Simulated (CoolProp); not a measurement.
Vapour-liquid equilibrium of CH2F2 (R32) (1) + R134a (2) at 88.3 kPa; x and y are mole fractions of (1).

Values from CoolProp's multi-fluid Helmholtz-energy mixture model, Tillner-Roth 1997 and Tillner-Roth 1994; pair parameters Lemmon 2004.

```json
[
 {"x": "0.05", "bubble temperature (°C)": "-31.4", "y at the bubble point": "0.147", "dew temperature at overall composition x (°C)": "-29.8", "liquid density (mol/L)": "13.91"},
 {"x": "0.2", "bubble temperature (°C)": "-37.3", "y at the bubble point": "0.456", "dew temperature at overall composition x (°C)": "-32.3", "liquid density (mol/L)": "14.97"},
 {"x": "0.35", "bubble temperature (°C)": "-41.9", "y at the bubble point": "0.646", "dew temperature at overall composition x (°C)": "-35.1", "liquid density (mol/L)": "16.12"},
 {"x": "0.5", "bubble temperature (°C)": "-45.5", "y at the bubble point": "0.773", "dew temperature at overall composition x (°C)": "-38.3", "liquid density (mol/L)": "17.42"},
 {"x": "0.65", "bubble temperature (°C)": "-48.6", "y at the bubble point": "0.864", "dew temperature at overall composition x (°C)": "-42.0", "liquid density (mol/L)": "18.90"},
 {"x": "0.8", "bubble temperature (°C)": "-51.3", "y at the bubble point": "0.932", "dew temperature at overall composition x (°C)": "-46.4", "liquid density (mol/L)": "20.63"},
 {"x": "0.95", "bubble temperature (°C)": "-53.6", "y at the bubble point": "0.985", "dew temperature at overall composition x (°C)": "-52.0", "liquid density (mol/L)": "22.68"}
]
```

No azeotrope shows between x = 0.05 and 0.95.

Pair parameters are fitted to limited data, so mixtures are less certain than the pure fluids.
